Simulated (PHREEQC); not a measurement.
Consider water at 11 °C with 0.14 mol/kgw HF, 0.14 mol/kgw CsF and 4.1e-07 mol/kgw H4SiO4. Closed to the air; pH follows from the charge balance.

Computed with PHREEQC (ion-association model, wateq4f.dat).

```json
[
 {"quantity": "pH", "before": "3.14", "after": "8.30"},
 {"quantity": "ionic strength (mol/kgw)", "before": "0.141", "after": "0.140"},
 {"quantity": "F- (mol/kgw)", "before": "0.114", "after": "0.140"},
 {"quantity": "HF (mol/kgw)", "before": "0.0694", "after": "5.85e-7"},
 {"quantity": "HF2- (mol/kgw)", "before": "0.0273", "after": "2.84e-7"},
 {"quantity": "SI of Quartz (SiO2)", "before": "-14.42", "after": "-2.18"}
]
```

### Question
What was changed between the two runs?
A. HF left out
B. HF from 0.14 to 0.7 mol/kgw
C. H4SiO4 replaced by (NH4)2SiF6 at the same molality
D. HF replaced by NaHF2 at the same molality
E. 0.0054 mol/kgw H2S added

### Answer
A, HF left out

This is a speciation only: nothing precipitates in the calculation. wateq4f.dat counts part of the HF as a dimer, H2F2, which phreeqc.dat doesn't know; its constant is uncertain. At this temperature some constants are extrapolated from 25 °C, and those without enthalpy data are left unchanged. SiF6-2 is the database's only silicon fluoride.
